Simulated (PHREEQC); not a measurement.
Dissolve 21 mmol/kgw CdCl2, 0.54 mmol/kgw Na2SO4 and 3.1 mmol/kgw H2SO4 at 15 °C. Closed to the air; pH follows from the charge balance.

The numbers come from PHREEQC with the ion-association model, wateq4f.dat.

Precipitation was switched off in this run.

Task: What pH does the model give?

Result: pH 2.31.

Task: In which forms is Cd present?

Result: CdCl+ 51 %, Cd+2 40 %, CdSO4 5.0 %, CdCl2 4.1 % of the Cd.

Complexes and solids missing from the database can't appear.
